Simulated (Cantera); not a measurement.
Input: 1 mol Fe(CO)5, 0.4 mol CO, 1.2 mol N2, held at 998 K.

These are equilibrium values from Cantera (NASA tables, ideal gas, pure condensed phases), not measurements of a reactor. Candidate condensed phases: C, Fe, Fe(CO)5, FeO, Fe2O3, Fe3O4; 27 gas species. The tables' stoichiometric FeO is somewhat more stable than real wüstite, so its field is too wide. FeO: taken at fixed stoichiometry. Condensed phases not in the tables: cementite and carbon dissolved in iron. The numbers say what is thermodynamically allowed, not how fast it happens.

x: gas mole fraction; n: condensed amount in mol.

| P (Pa) | x CO | x CO2 | x N2 | n Fe(α) | n C(graphite) | n FeO(s) |
|---|---|---|---|---|---|---|
| 10 | 0.818 | 3.96e-5 | 0.182 | 1.00 | (withheld) | 0 |
| 68 | 0.818 | 0.000269 | 0.182 | 1.00 | (withheld) | 0 |
| 460 | 0.816 | 0.00181 | 0.182 | 1.00 | (withheld) | 0 |
| 3200 | 0.804 | 0.0122 | 0.184 | 1.00 | (withheld) | 0 |
| 22000 | 0.735 | 0.0703 | 0.195 | 1.00 | (withheld) | 0 |
| 150000 | 0.508 | 0.229 | 0.263 | 0 | (withheld) | 1.00 |
| 1000000 | 0.268 | 0.426 | 0.306 | 0 | (withheld) | 1.00 |

Question: What belongs in the gaps?

Answer: 
- 10, n C(graphite): 0
- 68, n C(graphite): 0.00177
- 460, n C(graphite): 0.0119
- 3200, n C(graphite): 0.0797
- 22000, n C(graphite): 0.433
- 150000, n C(graphite): 2.04
- 1000000, n C(graphite): 2.67
